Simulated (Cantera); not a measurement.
## Catalytic combustion on Pt

An isothermal plug-flow reactor at 575 K and 0.370 bar (inlet), inlet velocity 1.1 m/s, active area per volume 4600 1/m; feed H₂ : O₂ : N₂ = 0.012 : 0.13 : 0.79 (molar parts), equivalence ratio 0.046.

Detailed kinetics in Cantera: Deutschmann's 1995 Pt surface mechanism with GRI-Mech 3.0 gas chemistry. Catalytic surfaces can have several steady states; this one follows from the mechanism file's or the stated starting coverage. Mass transfer to the wall is taken as infinitely fast.

```
z (m)        x H₂   x O₂    x H₂O  θ free Pt   θ O*    θ OH*
-------  --------  -----  -------  ---------  -----  -------
6.2e-05   0.00607  0.137  0.00685     0.0712  0.921  0.00815
0.00011   0.00429  0.136  0.00864     0.0506  0.942  0.00735
0.0002    0.00276  0.135   0.0102     0.0327  0.961  0.00624
0.00035   0.00173  0.135   0.0112     0.0206  0.974  0.00513
0.00062   0.00103  0.134   0.0119     0.0123  0.984  0.00406
0.0011   0.000600  0.134   0.0124    0.00719  0.990  0.00315
0.002    0.000335  0.134   0.0126    0.00407  0.994  0.00239
0.0035   0.000190  0.134   0.0128    0.00241  0.996  0.00185
0.0062   0.000104  0.134   0.0129    0.00147  0.997  0.00145
```
x: gas mole fraction; θ: surface coverage.
